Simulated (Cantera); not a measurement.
An adiabatic, constant-volume homogeneous reactor starts with 8.82 % C3H8, 19.1 % O2, 72.0 % N2, at 1673 K and 450000 Pa.

Cantera simulation using GRI-Mech 3.0 (53 species, 325 reactions); the numbers are that mechanism's predictions, not measurements. GRI-Mech 3.0 was tuned for natural gas; its chemistry of propane as a main component is partial and can be far from experiment.

Question: Predict: time of steepest temperature rise; temperature at 0.300 s; equilibrium temperature; x(O2) at 0.300 s; x(CO2) at 0.300 s; x(H) at 0.300 s; x(CH4) at 0.300 s; x(OH) at 0.300 s.

Answer: 
| Quantity | Value |
|---|---|
| time of steepest temperature rise | 7.84 µs |
| temperature at 0.300 s | 2908 K |
| equilibrium temperature | 2908 K |
| x(O2) at 0.300 s | 1.77e-5 (gas-phase equilibrium 1.77e-5) |
| x(CO2) at 0.300 s | 0.0107 (gas-phase equilibrium 0.0107) |
| x(H) at 0.300 s | 0.0154 (gas-phase equilibrium 0.0154) |
| x(CH4) at 0.300 s | 1.24e-9 (gas-phase equilibrium 1.38e-9) |
| x(OH) at 0.300 s | 0.00198 (gas-phase equilibrium 0.00198) |
